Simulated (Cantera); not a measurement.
An isothermal, constant-pressure homogeneous reactor starts with NO : N₂ = 1 : 9.2 (molar parts), at 1650 K and 1.70 bar. Integrator tolerance rtol = 1e-08.

Detailed kinetics in Cantera: GRI-Mech 3.0 (53 species, 325 reactions).

### Question
What does this change do: pressure from 1.70 bar to 1.00 bar?

### Answer
```
quantity                                           before                                    after
----------------  ---------------------------------------  ---------------------------------------
x(NO) at 4.00 s    0.0912 (gas-phase equilibrium 0.00126)   0.0939 (gas-phase equilibrium 0.00126)
x(N₂O) at 4.00 s  3.31e-6 (gas-phase equilibrium 1.07e-7)  3.38e-6 (gas-phase equilibrium 8.18e-8)
x(O₂) at 4.00 s    0.00334 (gas-phase equilibrium 0.0484)   0.00203 (gas-phase equilibrium 0.0484)
x(NO₂) at 4.00 s  5.84e-5 (gas-phase equilibrium 2.79e-6)  3.81e-5 (gas-phase equilibrium 2.14e-6)
x(O) at 4.00 s    1.29e-6 (gas-phase equilibrium 4.40e-6)  1.40e-6 (gas-phase equilibrium 5.73e-6)
x(N₂) at 4.00 s       0.905 (gas-phase equilibrium 0.950)      0.904 (gas-phase equilibrium 0.950)
```

### Question
What does this change do: NO 1 to 0.17 parts?

### Answer
```tsv
quantity	before	after
x(NO) at 4.00 s	0.0912 (gas-phase equilibrium 0.00126)	0.0179 (gas-phase equilibrium 0.000550)
x(N₂O) at 4.00 s	3.31e-6 (gas-phase equilibrium 1.07e-7)	1.35e-7 (gas-phase equilibrium 4.74e-8)
x(O₂) at 4.00 s	0.00334 (gas-phase equilibrium 0.0484)	0.000123 (gas-phase equilibrium 0.00880)
x(NO₂) at 4.00 s	5.84e-5 (gas-phase equilibrium 2.79e-6)	2.98e-6 (gas-phase equilibrium 5.17e-7)
x(O) at 4.00 s	1.29e-6 (gas-phase equilibrium 4.40e-6)	3.35e-7 (gas-phase equilibrium 1.87e-6)
x(N₂) at 4.00 s	0.905 (gas-phase equilibrium 0.950)	0.982 (gas-phase equilibrium 0.991)
```
